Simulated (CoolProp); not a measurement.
R236FA at several states: fugacity coefficient from the reference equation and from simpler models built on Tc = 398.1 K, pc = 3.191 MPa, ω = 0.377; each cubic takes its own stable root.

The numbers come from the reference Helmholtz-energy equation of state, Pan 2012 in CoolProp.

```
T (K)  p (MPa)   phase  reference  Soave-Redlich-Kwong  Peng-Robinson
-----  -------  ------  ---------  -------------------  -------------
388     0.0124     gas     0.9985               0.9986         0.9984
356.8    0.106     gas     0.9828               0.9835         0.9821
204.1     1.03  liquid   0.001872                    …              …
282.9     5.76  liquid          …                    …              …
```

Q: What belongs in the gaps?

A: 
- 204.1, Soave-Redlich-Kwong: 0.001891
- 204.1, Peng-Robinson: 0.002046
- 282.9, reference: 0.03332
- 282.9, Soave-Redlich-Kwong: 0.03445
- 282.9, Peng-Robinson: 0.03321
